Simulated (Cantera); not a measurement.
Mixture: 16.4 % CH3OH, 17.5 % O2, 66.1 % N2, at 1.40 bar, adiabatic and at constant pressure. Ignition delay is the time to a rise of 400 K.

Model: GRI-Mech 3.0 (53 species, 325 reactions), integrated in Cantera. GRI-Mech 3.0 was tuned for natural gas; its chemistry of methanol as a main component is partial and can be far from experiment.

Problem. Predict: delay at 1225 K; delay at 1425 K; delay at 1625 K; delay at 1825 K; delay at 2025 K; apparent activation energy between 1925 and 2125 K.

Solution. 
```json
{
  "delay at 1225 K": "4.40 ms",
  "delay at 1425 K": "0.314 ms",
  "delay at 1625 K": "51.0 µs",
  "delay at 1825 K": "13.9 µs",
  "delay at 2025 K": "5.27 µs",
  "apparent activation energy between 1925 and 2125 K": "140 kJ/mol"
}
```
